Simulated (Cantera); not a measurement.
Cantera run, input and output.

```python
import numpy as np
import cantera as ct

gas = ct.Solution("h2o2.yaml")
gas.TPX = 375, 500000, {'H2': 1, 'O2': 0.505, 'N2': 1.9}
flame = ct.FreeFlame(gas, width=0.013)
flame.set_refine_criteria(ratio=3, slope=0.08, curve=0.16)
flame.transport_model = "mixture-averaged"
flame.solve(loglevel=0, auto=True)
z, T = flame.grid, flame.T
thick = (T[-1] - T[0]) / np.gradient(T, z).max()
show = ['H2', 'O2', 'H', 'H2O2', 'OH', 'O']
print(f"laminar burning velocity  {flame.velocity[0] * 100:.3f} cm/s")
print(f"burnt temperature         {T[-1]:.1f} K")
print(f"thermal thickness         {thick * 1e3:.4f} mm")
print(f"grid points               {len(z)}")
z0 = z[flame.heat_release_rate.argmax()]
print(f"{'z/mm':>9s}{'T/K':>9s}{'u/(m/s)':>9s}" + "".join(f"{s:>11s}" for s in show))
rows = []
for k in (-3, -2, -1.5, -1, -0.5, -0.25, 0, 0.25, 0.5, 1, 2, 4, 8):
    zz = z0 + k * thick
    rows.append([k * thick, np.interp(zz, z, T), np.interp(zz, z, flame.velocity),
                 *(np.interp(zz, z, flame.X[gas.species_index(s)]) for s in show)])
    print(f"{rows[-1][0] * 1e3:9.3f}{rows[-1][1]:9.1f}{rows[-1][2]:9.3f}" + "".join(f"{x:11.3e}" for x in rows[-1][3:]))
```

Result:

```
laminar burning velocity  278.454 cm/s
burnt temperature         2451.1 K
thermal thickness         0.0515 mm
grid points               110
     z/mm      T/K  u/(m/s)         H2         O2          H       H2O2         OH          O
   -0.155    375.0    2.784  2.937e-01  1.483e-01  2.376e-15  2.160e-11  9.433e-14  2.017e-11
   -0.103    375.0    2.784  2.935e-01  1.484e-01  7.071e-14  1.104e-09  3.005e-12  5.507e-10
   -0.077    375.2    2.783  2.928e-01  1.485e-01  8.238e-13  1.319e-08  4.311e-11  4.467e-09
   -0.052    377.2    2.787  2.896e-01  1.492e-01  5.912e-11  2.811e-07  4.062e-09  5.269e-08
   -0.026    446.6    3.190  2.610e-01  1.535e-01  1.715e-06  3.875e-05  1.336e-05  3.915e-06
   -0.013    789.4    5.401  2.077e-01  1.450e-01  1.196e-03  1.534e-04  9.046e-04  1.968e-04
    0.000   1282.4    8.545  1.367e-01  1.095e-01  9.915e-03  5.226e-05  2.700e-03  2.105e-03
    0.013   1623.3   10.719  7.805e-02  6.540e-02  1.956e-02  6.457e-06  6.893e-03  5.055e-03
    0.026   1816.0   11.942  4.896e-02  3.942e-02  2.179e-02  3.571e-06  1.108e-02  6.263e-03
    0.052   2005.7   13.101  3.385e-02  2.418e-02  1.698e-02  2.078e-06  1.436e-02  5.720e-03
    0.103   2167.5   14.038  2.716e-02  1.829e-02  9.961e-03  1.306e-06  1.410e-02  3.747e-03
    0.206   2290.4   14.721  2.061e-02  1.428e-02  5.181e-03  9.054e-07  1.208e-02  2.126e-03
    0.412   2372.6   15.162  1.466e-02  1.136e-02  2.574e-03  6.562e-07  9.754e-03  1.171e-03
```

Detailed kinetics in Cantera: the H2/O2 subset of GRI-Mech 3.0, which has no nitrogen chemistry. The hydrogen kinetics of GRI-Mech 3.0 are dated; newer H2 mechanisms differ, most at raised pressure. Burning velocities carry a grid error of a few per cent, more on coarse grids.
